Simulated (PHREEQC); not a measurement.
Solution (25 °C): 0.016 mol H2S, 0.00031 mol HCl and 0.12 mol ZnCl2 per kg of water. Closed to the air; pH follows from the charge balance.

Computed with PHREEQC (ion-association model, wateq4f.dat).

```json
[
 {"quantity": "pH", "before": "1.94", "after": "2.89"},
 {"quantity": "ionic strength (mol/kgw)", "before": "0.315", "after": "0.0345"},
 {"quantity": "Cl- (mol/kgw)", "before": "0.220", "after": "0.0237"},
 {"quantity": "Zn+2 (mol/kgw)", "before": "0.0949", "after": "0.0109"},
 {"quantity": "ZnCl+ (mol/kgw)", "before": "0.0159", "after": "0.000365"},
 {"quantity": "SI of ZnS(a) (ZnS)", "before": "+1.68", "after": "+1.78"},
 {"quantity": "SI of Zincite(c) (ZnO)", "before": "-8.82", "after": "-7.61"}
]
```

Name the change that produced these shifts.
A. HCl from 0.00031 to 0.00155 mol/kgw
B. 0.0096 mol/kgw KCl added
C. diluted 100-fold with water
D. diluted 10-fold with water

D, diluted 10-fold with water

No solid was allowed to form. Some of these states are supersaturated (in ZnS(a), Sphalerite (slow to form), for instance).
